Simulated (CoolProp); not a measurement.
Vapour-liquid equilibrium of R13 (1) + isobutane (2) at 5.02 bar; x and y are mole fractions of (1).

The numbers come from the multi-fluid Helmholtz-energy mixture model, Platzer 1990 and Bücker 2006; pair parameters Bell 2016 in CoolProp. This equation is an older, rougher fit; its heat capacities, sound speeds and derivatives of the liquid may be far off and weren't checked against measurements.

| x | bubble temperature, mixture model (°C) | bubble temperature, Raoult's law (°C) | y, mixture model | y, Raoult's law |
|---|---|---|---|---|
| 0.05 | 21.8 | 24.3 | [?] | 0.349 |
| 0.15 | -0.9 | 5.6 | 0.707 | 0.677 |
| 0.25 | -14.2 | -7.0 | [?] | 0.818 |
| 0.35 | -22.4 | -16.2 | 0.891 | 0.890 |
| 0.45 | -28.0 | -23.2 | [?] | 0.931 |
| 0.55 | -32.1 | -28.8 | 0.942 | 0.956 |
| 0.65 | [?] | -33.5 | 0.957 | 0.972 |
| 0.75 | [?] | -37.4 | 0.970 | 0.984 |
| 0.85 | -41.0 | -40.8 | 0.982 | 0.992 |
| 0.95 | -43.8 | -43.8 | 0.994 | 0.998 |

Question: Fill in the missing entries.

Answer: 
- 0.05, y, mixture model: 0.361
- 0.25, y, mixture model: 0.834
- 0.45, y, mixture model: 0.922
- 0.65, bubble temperature, mixture model (°C): -35.4
- 0.75, bubble temperature, mixture model (°C): -38.3

The largest gap from Raoult's law is -7.2 K in bubble temperature, at x = 0.25. No azeotrope shows between x = 0.05 and 0.95.

The pair parameters rest on a limited set of measurements; away from them the model extrapolates.
